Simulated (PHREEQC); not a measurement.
Solution A (0.0057 mol/kgw PbCl2, 0.065 mol/kgw NaNO3 and 3.2e-05 mol/kgw Na2SO4) is mixed with solution B (7.4 mmol/kgw Cu(NO3)2, 0.11 mmol/kgw HCl and 99 mmol/kgw Na2SO4) at 25 °C; shares are by mass of water, 1 kg in all. O2 is buffered at 0.21 atm. No CO2 enters from the air. Solids allowed: Cu(OH)2, Brochantite, Antlerite, Atacamite, Cu2(OH)3NO3, Litharge, Anglesite, Cotunnite, Laurionite, Larnakite, Halite, Mirabilite, Chalcanthite. Others were left out.

The numbers come from PHREEQC with the ion-association model, wateq4f.dat.

Task: Predict pH, Anglesite (mol), Pb in solution (mol/kgw), S in solution (mol/kgw) at share of solution B = 0.2, 0.5, 1.

Result: 
```tsv
share of solution B	pH	Anglesite (mol)	Pb in solution (mol/kgw)	S in solution (mol/kgw)
0.2	4.90	0.00454	2.29e-5	0.0153
0.5	4.70	0.00283	1.59e-5	0.0467
1	4.56	0	0	0.0990
```

Species that the database lacks are ignored.
